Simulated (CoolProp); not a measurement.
A simple Rankine cycle with chloromethane (R40): condensing at 324.15 K, boiler at 3.8 MPa, turbine inlet 383.9 K, turbine efficiency 0.6, pump efficiency 0.6, no recuperator. Each further row changes one setting.

Model: reference Helmholtz-energy equation of state, Thol 2014, in CoolProp.

```csv
case,thermal efficiency (%),net work (kJ/kg),heat in (kJ/kg),turbine exit temperature (K),volume ratio over the turbine
as stated,6.9,23.5,339,324.2,3.37
turbine inlet 403.9 K,7.3,27.2,375,330.7,3.15
condensing temperature 316.15 K,7.9,27.8,352,316.2,4.09
boiler pressure 2.66 MPa,5.5,20.5,373,335.3,2.21
turbine efficiency 0.5,5.5,18.7,339,324.2,3.42
```

The expansion ends wet for: as stated; condensing temperature 316.15 K; turbine efficiency 0.5.
